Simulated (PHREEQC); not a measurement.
Consider water at 25 °C with 0.0054 mol/kgw Ni(NO3)2 and 0.0021 mol/kgw HCl. Closed to the air; pH follows from the charge balance.

Equilibrium calculation in PHREEQC: ion-association model, wateq4f.dat.

Each row changes one thing in this solution. No solid was allowed to form.

| case | pH | NiCl+ (mol/kgw) | NiOH+ (mol/kgw) | SI of Ni(OH)2 (Ni(OH)2) |
|---|---|---|---|---|
| as made | 2.73 | 1.65e-5 | 2.66e-10 | -7.85 |
| 9.2e-05 mol/kgw Ba(OH)2 added | 2.77 | 1.65e-5 | 2.91e-10 | -7.77 |
| diluted 2-fold with water | 3.02 | 4.75e-6 | 2.87e-10 | -7.51 |
| Ni(NO3)2 from 0.0054 to 0.054 mol/kgw | 2.77 | 8.54e-5 | 1.89e-9 | -7.01 |
| diluted 100-fold with water | 4.68 | 2.67e-9 | 3.44e-10 | -5.73 |
